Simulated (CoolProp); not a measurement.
A Linde-Hampson liquefier for carbon monoxide: isothermal reversible compression at 250 K from 1 atm to 20 MPa, throttling to 1 atm, return gas leaving the recuperator 5 K below the feed. Each further row changes one setting.

Computed with CoolProp (reference Helmholtz-energy equation of state, Lemmon 2006). It is a short technical equation, of lower accuracy than the large ones.

```tsv
case	liquid yield per pass	compression work (kJ/kg of gas)
as stated	[?]	384
high pressure 40 MPa	[?]	[?]
warm-end temperature 280 K	[?]	436
warm-end gap 10 K	[?]	384
```

Problem. Complete the blanks.

Solution. 
- as stated, liquid yield per pass: 0.132
- high pressure 40 MPa, liquid yield per pass: 0.161
- high pressure 40 MPa, compression work (kJ/kg of gas): 440
- warm-end temperature 280 K, liquid yield per pass: 0.093
- warm-end gap 10 K, liquid yield per pass: 0.120
